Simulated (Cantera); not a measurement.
A closed system holds: 1 mol KCl, 3.7 mol HCl, 0.39 mol H2, held at 1900 K and 1100 Pa.

These are equilibrium values from Cantera (NASA tables, ideal gas, pure condensed phases), not measurements of a reactor. Candidate condensed phases: K, KCl; 10 gas species. Equilibrium is a limit: real reactors are often held back by kinetics, nucleation or transport.

Base state: HCl 0.707, KCl 0.195, H2 0.0819, Cl 0.0141, H 0.00217, K 0.000170, K2Cl2 4.33e-5 (mole fractions); condensed: gas only.

### Question
What changes in the equilibrium state with this change: temperature from 1900 K to 1675 K?

### Answer
| species | before | after |
|---|---|---|
| HCl | 0.707 | 0.724 |
| KCl | 0.195 | 0.196 |
| H2 | 0.0819 | 0.0775 |
| Cl | 0.0141 | 0.00225 |
| H | 0.00217 | 0.000308 |
| K | 0.000170 | 2.71e-5 |
| K2Cl2 | 4.33e-5 | 0.000200 |
